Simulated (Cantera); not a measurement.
Input: 1 mol MgSO4, a varied amount of CO2, equilibrated at 848 K and 10.0 Torr.

Method: chemical equilibrium by Gibbs-energy minimisation in Cantera with the NASA 1993 tables (ideal gas, pure condensed phases). Candidate condensed phases: C, Mg, MgCO3, MgO, MgS, MgSO4, S; 26 gas species. Kinetics and transport are ignored.

**Question.** At 3.3 mol CO2, list the 3 most abundant gas species with their mole fractions, and the condensed phases.

**Answer.** CO2 1.000, SO2 8.33e-5, O2 4.17e-5. Condensed: MgO(s) + MgSO4(s).
